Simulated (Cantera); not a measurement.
A closed system holds: 1 mol Fe2O3, 66 mol H2, 2.4 mol N2, held at 1800 °C and 13300 Pa.

Cantera equilibrium calculation (NASA polynomials, part measured and part estimated; ideal gas, pure solids and liquids). Candidate condensed phases: Fe, FeO, Fe(OH)2, Fe(OH)3, Fe2O3, Fe3O4, H2O; 27 gas species. Kinetics and transport are ignored.

Base state: H2 0.909, H2O 0.0434, N2 0.0348, H 0.00687, Fe 0.00602, OH 3.73e-5 (mole fractions); condensed: Fe(l).

**Question.** What changes in the equilibrium state with this change: Fe2O3 replaced by V2O3?

**Answer.** 
```csv
species,before,after
H2,0.909,0.943
N2,0.0348,0.0350
H2O,0.0434,0.0144
Fe,0.00602,0
VO2,0,0.000120
VO,0,4.25e-5
OH,3.73e-5,1.22e-5
"Fe(l), mol",1.58,0
"VO(l), mol",0,1.99
```
VO: taken at fixed stoichiometry. Further candidate phases: V, VN, VO, V2O3, V2O4, V2O5.
